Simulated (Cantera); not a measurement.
Input (Python, Cantera):

```python
import numpy as np
import cantera as ct

gas = ct.Solution("SiF4_NH3_mec.yaml", "gas")
gas.TPX = 2373, 1200, {'NH3': 1, 'H2': 9.9}
reactor = ct.IdealGasConstPressureReactor(gas, energy="off", clone=False)
net = ct.ReactorNet([reactor])
net.rtol, net.atol = 1e-08, 1e-18
show = ['NH3', 'H2', 'NH2', 'N', 'N2H2', 'H']
times = np.geomspace(0.0002, 100, 15)

steps = ct.SolutionArray(gas, extra=["t"])
rows = []
print(f"{'t/s':>10s}{'T/K':>9s}{'P/Pa':>11s}" + "".join(f"{s:>11s}" for s in show))
for t in times:
    while net.time < t:
        t_next = net.step()
        steps.append(gas.state, t=t_next)
    rows.append([np.interp(t, steps.t, y) for y in (steps.T, steps.P, *steps(*show).X.T)])
    print(f"{t:10.3e}{rows[-1][0]:9.1f}{rows[-1][1]:11.4g}" + "".join(f"{x:11.3e}" for x in rows[-1][2:]))
rate = np.gradient(steps.T, steps.t)
print("integrator steps:", len(steps.t))
if steps.T.max() > steps.T[0] + 200:
    print(f"time of steepest temperature rise: {steps.t[rate.argmax()]:.4e} s")
gas.TPX = 2373, 1200, {'NH3': 1, 'H2': 9.9}
gas.equilibrate("TP")
print(f"equilibrium (TP): T = {gas.T:.1f} K  " + "  ".join(f"{s} {gas[s].X[0]:.3e}" for s in show))
```

Output:

```
       t/s      T/K       P/Pa        NH3         H2        NH2          N       N2H2          H
 2.000e-04   2373.0       1200  9.170e-02  9.081e-01  3.995e-05  4.375e-10  4.062e-10  1.197e-04
 5.106e-04   2373.0       1200  9.162e-02  9.080e-01  1.004e-04  8.181e-09  3.511e-09  3.060e-04
 1.304e-03   2373.0       1200  9.143e-02  9.075e-01  2.529e-04  1.386e-07  3.589e-08  7.770e-04
 3.328e-03   2373.0       1200  9.085e-02  9.065e-01  6.157e-04  2.028e-06  3.933e-07  1.908e-03
 8.498e-03   2373.0       1200  8.765e-02  9.064e-01  1.088e-03  1.178e-05  1.950e-06  3.507e-03
 2.170e-02   2373.0       1200  7.592e-02  9.123e-01  1.060e-03  1.454e-05  2.022e-06  3.970e-03
 5.539e-02   2373.0       1200  5.225e-02  9.247e-01  8.244e-04  1.470e-05  1.347e-06  4.547e-03
 1.414e-01   2373.0       1200  1.955e-02  9.408e-01  4.327e-04  1.560e-05  4.869e-07  6.487e-03
 3.611e-01   2373.0       1200  6.809e-04  9.388e-01  4.467e-05  1.453e-05  1.194e-08  1.916e-02
 9.218e-01   2373.0       1200  2.552e-06  8.962e-01  5.781e-07  2.251e-06  4.109e-12  6.310e-02
 2.354e+00   2373.0       1200  1.051e-07  8.511e-01  4.341e-08  5.612e-07  3.758e-14  1.092e-01
 6.009e+00   2373.0       1200  3.242e-08  8.427e-01  1.458e-08  2.236e-07  1.055e-14  1.178e-01
 1.534e+01   2373.0       1200  2.262e-08  8.427e-01  1.018e-08  1.563e-07  8.779e-15  1.178e-01
 3.917e+01   2373.0       1200  2.214e-08  8.427e-01  9.964e-09  1.530e-07  8.709e-15  1.178e-01
 1.000e+02   2373.0       1200  2.214e-08  8.427e-01  9.963e-09  1.530e-07  8.709e-15  1.178e-01
integrator steps: 1820
equilibrium (TP): T = 2373.0 K  NH3 2.214e-08  H2 8.427e-01  NH2 9.963e-09  N 1.530e-07  N2H2 8.709e-15  H 1.178e-01
```

Model: the gas-phase N/H chemistry of the illustrative SiF4/NH3 mechanism in the Surface Chemkin manual (1991), integrated in Cantera. Walls and surfaces, which speed up NH3 decomposition in real reactors, are not modelled.
